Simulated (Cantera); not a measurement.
A perfectly stirred reactor is fed with C₃H₈ : O₂ : N₂ = 1 : 3.33 : 12.5 (molar parts), equivalence ratio 1.5, at 9000 Torr; it is adiabatic with a 475 K inlet, and is followed from long to short residence time, starting on the burning branch (τ in s: 0.09, 0.029, 0.0094, 0.003, 0.00098, 0.00032, 0.0001, 3.3e-05, 1.1e-05, 3.4e-06).

Model: GRI-Mech 3.0 (53 species, 325 reactions), integrated in Cantera. GRI-Mech 3.0 was tuned for natural gas; its chemistry of propane as a main component is partial and can be far from experiment. The pressure lies above the range GRI-Mech 3.0 was tuned for (to about 10 atm).

Question: What does this change do: O2 3.33 to 2.5 parts?

Answer: 
| quantity | before | after |
|---|---|---|
| blow-out, bracketed by the residence times tried | burning at 0.100 ms, out at 33.0 µs | burning at 0.980 ms, out at 0.320 ms |
| x(C₃H₈) at τ = 90.0 ms | 1.36e-7 | 5.38e-6 |
| x(O₂) at τ = 90.0 ms | 3.33e-5 | 0.000624 |
| x(N₂O) at τ = 90.0 ms | 4.63e-9 | 2.30e-9 |
| x(HCN) at τ = 90.0 ms | 8.31e-6 | 6.63e-7 |
| x(C₂H) at τ = 90.0 ms | 2.33e-8 | 1.51e-8 |
| x(C₃H₈) at τ = 0.320 ms | 3.08e-5 | 0.0625 |
| x(O₂) at τ = 0.320 ms | 0.00410 | 0.156 |
| x(N₂O) at τ = 0.320 ms | 3.58e-8 | <1e-12 |
| x(HCN) at τ = 0.320 ms | 7.88e-5 | <1e-12 |
| x(C₂H) at τ = 0.320 ms | 1.58e-6 | <1e-12 |
